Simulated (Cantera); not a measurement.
An adiabatic, constant-pressure homogeneous reactor starts with 8.11 % CH4, 19.3 % O2, 72.6 % N2, equivalence ratio 0.84, at 1523 K and 9.20 bar.

Detailed kinetics in Cantera: GRI-Mech 3.0 (53 species, 325 reactions).

x: mole fraction; the columns are a selection and need not sum to one.

```
t (s)     T (K)   x CH4    x O2    x C2H2    x H2O      x H    x CH2O     x CH3
--------  -----  ------  ------  --------  -------  -------  --------  --------
1.00e-6    1523  0.0811   0.193    <1e-12  1.95e-7  9.00e-9   4.05e-8   1.38e-6
3.35e-6    1523  0.0811   0.193    <1e-12  1.49e-6  1.33e-8   5.46e-7   5.49e-6
1.12e-5    1523  0.0811   0.193  6.76e-12      ___      ___       ___       ___
3.76e-5    1524  0.0806   0.193       ___      ___      ___       ___       ___
0.000126   1571  0.0712   0.186   4.36e-6  0.00845  5.75e-6   0.00247  0.000484
0.000422   2828  <1e-12  0.0333    <1e-12    0.144  0.00238  4.40e-10    <1e-12
0.00141    2820  <1e-12  0.0311    <1e-12    0.144  0.00233  4.44e-10    <1e-12
0.00474    2820  <1e-12  0.0310    <1e-12    0.144  0.00232  4.44e-10    <1e-12
0.0159     2820  <1e-12  0.0310    <1e-12    0.144  0.00232  4.44e-10    <1e-12
0.0532     2820  <1e-12  0.0310    <1e-12    0.144  0.00232  4.44e-10    <1e-12
0.178      2820  <1e-12  0.0310    <1e-12    0.144  0.00232  4.44e-10    <1e-12
0.597      2820  <1e-12  0.0310    <1e-12    0.144  0.00232  4.44e-10    <1e-12
2.00       2820  <1e-12  0.0310    <1e-12    0.144  0.00232  4.44e-10    <1e-12
```

**Question.** Some entries are withheld; supply them.

**Answer.** 
- 1.12e-5, x H2O: 1.80e-5
- 1.12e-5, x H: 3.88e-8
- 1.12e-5, x CH2O: 9.54e-6
- 1.12e-5, x CH3: 2.83e-5
- 3.76e-5, x C2H2: 3.84e-9
- 3.76e-5, x H2O: 0.000292
- 3.76e-5, x H: 2.17e-7
- 3.76e-5, x CH2O: 0.000179
- 3.76e-5, x CH3: 0.000125
